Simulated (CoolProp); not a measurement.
The fluid at 298.15 K and 2.91 MPa is throttled through a valve to 1.38 MPa with no heat exchange. The same conditions are run with several fluids, on thermodynamics alone (safety and materials aside).

Values from CoolProp's reference Helmholtz-energy equation of state of each fluid (propyne: Polt 1992; R123: Younglove 1994; n-nonane: Lemmon 2006; C3F8 (R218): Lemmon 2006; isobutane: Bücker 2006). The equations of Platzer and Polt are older, rougher fits.

```csv
fluid,temperature change (K),final density (kg/m³)
propyne,+0.2,…
R123,…,…
n-nonane,…,…
C3F8 (R218),-0.3,1330
isobutane,+0.4,…
```

Problem. Complete the blanks.

Solution. 
- propyne, final density (kg/m³): 612
- R123, temperature change (K): +0.5
- R123, final density (kg/m³): 1470
- n-nonane, temperature change (K): +0.7
- n-nonane, final density (kg/m³): 715
- isobutane, final density (kg/m³): 552
